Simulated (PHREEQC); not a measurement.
Consider water at 25 °C with 0.023 mol CuCl2, 0.00015 mol HBF4 and 7.7e-05 mol KCl per kg of water. Closed to the air; pH follows from the charge balance.

The numbers come from PHREEQC with the ion-association model, phreeqc.dat.

```yaml
pH: 3.43
ionic_strength: 0.0670 mol/kgw
specific_conductance: 4830 µS/cm
density: 1.000 g/cm³
total_alkalinity: -0.600 meq/kg
```

| species | molality | activity | log γ |
|---|---|---|---|
| Cl- | 0.0449 | 0.0357 | -0.100 |
| Cu+2 | 0.0217 | 0.00972 | -0.350 |
| CuCl+ | 0.00117 | 0.000933 | -0.099 |
| H+ | 0.000439 | 0.000369 | -0.075 |
| F- | 0.000373 | 0.000295 | -0.102 |
| HF | 0.000161 | 0.000163 | 0.007 |
| H3BO3 | 0.000150 | 0.000152 | 0.007 |
| K+ | 7.70e-5 | 6.11e-5 | -0.101 |

This is a speciation only: nothing precipitates in the calculation. Species that the database lacks are ignored. Real BF4- forms and hydrolyses slowly; the run takes it at equilibrium.
